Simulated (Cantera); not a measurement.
# Al(CH₃)₃ + H₂O + N₂ (aluminium nitride and oxide growth)

Charge: 1 mol Al(CH₃)₃, 1.2 mol H₂O, 13 mol N₂, held at 2150 K.

Cantera equilibrium calculation (NASA polynomials, part measured and part estimated; ideal gas, pure solids and liquids). Candidate condensed phases: Al, AlN, Al₂O₃, C, C₆H₆, C₇H₈, C₈H₁₈, H₂O; 148 gas species. The feed counts by its element totals alone. Kinetics and transport are ignored.

| P (Pa) | log p N₂ | log p H₂ | log p H | log p CO | log p Al | log p HCN | log p HNC | log p AlH | n C(graphite) | n AlN(s) |
|---|---|---|---|---|---|---|---|---|---|---|
| 10 | -4.25 | -4.79 | -4.77 | -5.28 | -5.36 | -6.11 | -7.25 | -8.44 | 1.59 | 0 |
| 63 | -3.43 | -3.86 | -4.31 | -4.46 | -4.54 | -5.24 | -6.37 | -7.16 | 1.56 | 0 |
| 400 | -2.62 | -3.01 | -3.88 | -3.65 | -3.73 | -4.40 | -5.54 | -5.92 | 1.55 | 0 |
| 2500 | -1.81 | -2.19 | -3.47 | -2.85 | -2.93 | -3.60 | -4.73 | -4.72 | 1.55 | 0 |
| 16000 | -0.99 | -1.35 | -3.05 | -2.01 | -3.04 | -2.76 | -3.90 | -4.40 | 1.55 | 0.883 |
| 100000 | -0.20 | -0.54 | -2.65 | -1.21 | -3.44 | -1.96 | -3.10 | -4.40 | 1.55 | 0.992 |
log p: log10 of the partial pressure in bar; n: condensed amount in mol.

From 0.0750 Torr to 18.8 Torr the condensed part is C(graphite). From 120 Torr to 750 Torr the condensed part is AlN(s) + C(graphite). The main Al-bearing gas is Al throughout.
